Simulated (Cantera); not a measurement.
A closed system holds: 1 mol SiH4, 1.3 mol N2, equilibrated at 873 K and 5.30 Pa.

Method: chemical equilibrium by Gibbs-energy minimisation in Cantera with the NASA 1993 tables (ideal gas, pure condensed phases). Candidate condensed phases: Si, Si3N4; 18 gas species. N2 is the only nitrogen source here; it is nearly inert below about 1500 K, so the nitride shown seldom forms there in practice. The numbers say what is thermodynamically allowed, not how fast it happens.

Base state: H2 0.759, N2 0.241 (mole fractions); condensed: Si3N4(s).

### Question
What changes in the equilibrium state with this change: SiH4 replaced by SiHCl3?

### Answer
```tsv
species	before	after
N2	0.241	0.409
HCl	0	0.323
SiCl4	0	0.225
H2	0.759	0.0424
SiCl3	0	0.000113
SiHCl3	0	6.33e-5
Si3N4(s), mol	0.333	0.149
```
The tables' values for SiCl3 are old estimates; treat these amounts as uncertain. Further candidate phases: NH4Cl.
